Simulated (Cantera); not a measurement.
A freely propagating, adiabatic, planar premixed flame of CH4 : O2 : N2 = 1 : 1.67 : 6.17 (molar parts), unburnt at 375 K and 9.28 atm; mixture-averaged transport, grid criteria slope 0.08 and curve 0.16, no radiation.

Cantera simulation using GRI-Mech 3.0 (53 species, 325 reactions); the numbers are that mechanism's predictions, not measurements. Burning velocities carry a grid error of a few per cent, more on coarse grids.

**Question.** How do the results move with these cheaper or finer settings: unity-Lewis-number transport; multicomponent transport; multicomponent+Soret transport; grid criteria slope 0.5, curve 1; grid criteria slope 0.25, curve 0.5; grid criteria slope 0.03, curve 0.06?

**Answer.** 
```tsv
setting	laminar burning velocity	thermal thickness	peak x(C2H2)	peak x(CH2)	grid points
as above	17.2 cm/s	0.115 mm	0.000880	2.84e-5	133
unity-Lewis-number transport	12.6 cm/s	0.146 mm	0.000796	2.60e-5	132
multicomponent transport	17.3 cm/s	0.117 mm	0.000892	2.85e-5	133
multicomponent+Soret transport	17.4 cm/s	0.114 mm	0.000840	2.93e-5	133
grid criteria slope 0.5, curve 1	18.7 cm/s	0.126 mm	0.000851	2.76e-5	37
grid criteria slope 0.25, curve 0.5	17.7 cm/s	0.119 mm	0.000882	2.77e-5	60
grid criteria slope 0.03, curve 0.06	17.0 cm/s	0.114 mm	0.000883	2.84e-5	328
```
The base run took about 27 core-seconds (a rough figure).
Unity Lewis numbers drop preferential diffusion, which matters most where H2 and H carry the flame; Soret adds thermal diffusion.
